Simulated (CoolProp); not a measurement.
A single-stage vapour-compression cycle with the fluid: evaporating at 313.15 K (dew point), condensing at 361.15 K (bubble point), superheat 10 K, subcooling 5 K, compressor efficiency 0.85, no pressure losses. The same conditions are run with several fluids, on thermodynamics alone (safety and materials aside).

The numbers come from the reference Helmholtz-energy equation of state of each fluid (the fluoroketone C6F12O (FK-5-1-12): McLinden 2015; R227EA: Lemmon 2016; ethanol: Schroeder 2014; isobutene: Lemmon 2005; neopentane: Lemmon 2006; n-hexane: Thol 2019) in CoolProp.

```tsv
fluid	cooling COP	pressure ratio	discharge temperature (K)	refrigerating effect (kJ/kg)	volumetric capacity (kJ/m³)
the fluoroketone C6F12O (FK-5-1-12)	3.80	4.50	361.1	50.6	456
R227EA	3.36	3.14	364.3	54.4	2890
ethanol	___	8.17	422.2	800	247
isobutene	4.39	___	369.4	247	2710
neopentane	4.29	___	361.2	199	1570
n-hexane	4.69	___	361.2	269	328
```

Q: Fill in the missing entries.

A: 
- ethanol, cooling COP: 4.97
- isobutene, pressure ratio: 3.08
- neopentane, pressure ratio: 3.24
- n-hexane, pressure ratio: 4.80

The compression ends wet for: the fluoroketone C6F12O (FK-5-1-12); neopentane; n-hexane.
